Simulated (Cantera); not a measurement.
Input (Python, Cantera) and output of one run.

```python
import numpy as np
import cantera as ct

gas_names = """
    CL CL2 H HCL H2 Si SiCL SiCL2 SiCL3 SiCL4 SiH SiHCL3 SiH2 SiH2CL2 SiH3 SiH3CL SiH4 Si2 Si3
""".split()
cond_names = """
    Si(cr) Si(L)
""".split()


# ... load() reads the species with a 1 bar reference pressure and builds the phases ...
atoms = {
    'SiCl4': {'Si': 1, 'CL': 4},
    'Cl2': {'CL': 2},
    'H2': {'H': 2},
}
top_T = {}  # K; cautious upper limits of use, not melting points


# ... equilibrate(T, P, feed) seeds the gas with the atoms and calls Mixture.equilibrate('TP', solver="vcs", rtol=1e-11, max_steps=5000) ...
results = []
feed = {'SiCl4': 1, 'Cl2': 0.73, 'H2': 8}  # mol
T = 1023.15  # K
P = 101325  # Pa
mix = equilibrate(T, P, feed)
results.append((T, P, feed, dict(zip(mix.species_names, mix.species_moles))))
print(gas.report(threshold=0.0001))
for i in range(1, mix.n_phases):
    print(f"{mix.phase(i).name:16s} {mix.phase_moles(i):12.5e} mol")
```

Output:

```
       temperature   1023.1 K
          pressure   1.0133e+05 Pa
           density   0.29105 kg/m^3
  mean mol. weight   24.435 kg/kmol
   phase of matter   gas

                          1 kg             1 kmol
                     ---------------   ---------------
          enthalpy       -2.2437e+06       -5.4826e+07  J
   internal energy       -2.5918e+06       -6.3333e+07  J
           entropy            8649.2        2.1135e+05  J/K
    Gibbs function       -1.1093e+07       -2.7107e+08  J
 heat capacity c_p            1565.9             38264  J/K
 heat capacity c_v            1225.7             29950  J/K

                      mass frac. Y      mole frac. X     chem. pot. / RT
                     ---------------   ---------------   ---------------
               HCL            0.2301           0.15422           -37.043
                H2          0.061301           0.74301           -17.847
             SiCL3        0.00059391        0.00010795           -98.106
             SiCL4           0.68561          0.098615           -126.23
            SiHCL3          0.022312         0.0040254           -107.03
     [  +14 minor]        8.5365e-05        2.0714e-05

Si(cr)            0.00000e+00 mol
```

These are equilibrium values from Cantera (NASA tables, ideal gas, pure condensed phases), not measurements of a reactor. The tables' values for SiCl3 are old estimates; treat these amounts as uncertain.
